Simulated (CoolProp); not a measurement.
Values from CoolProp's reference Helmholtz-energy equation of state, Schmidt 1985.

Give the vapour pressure (kPa), liquid density (kg/m³), vapour density (kg/m³), liquid conductivity (mW/(m K)) of saturated oxygen at 94.8, 132.8, 148 K.


```tsv
T (K)	p (kPa)	liquid density (kg/m³)	vapour density (kg/m³)	liquid conductivity (mW/(m K))
94.8	160	1120	6.80	144
132.8	2010	880	79.4	88.6
148	3900	711	187	66.8
```

Thermal conductivity comes from a separate model (Lemmon 2004).
